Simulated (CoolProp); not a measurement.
The fluid at 384.95 K and 1.44 MPa is throttled through a valve to 0.0699 MPa with no heat exchange. The same conditions are run with several fluids, on thermodynamics alone (safety and materials aside).

Values from CoolProp's reference Helmholtz-energy equation of state of each fluid (R115: Lemmon 2016; R507A: Lemmon 2003; hydrogen sulfide: Lemmon 2006; R134a: Tillner-Roth 1994; nitrous oxide: Lemmon 2006). Blends and air are pseudo-pure fits.

Question: Rank R115, R507A, hydrogen sulfide, R134a, nitrous oxide by temperature change (K), highest first.

Answer: nitrous oxide (-8.6), R115 (-10.4), R507A (-11.2), hydrogen sulfide (-14.0), R134a (-14.1)

```
fluid             final density (kg/m³)
----------------  ---------------------
R115                               3.49
R507A                              2.24
hydrogen sulfide                  0.774
R134a                              2.33
nitrous oxide                     0.985
```
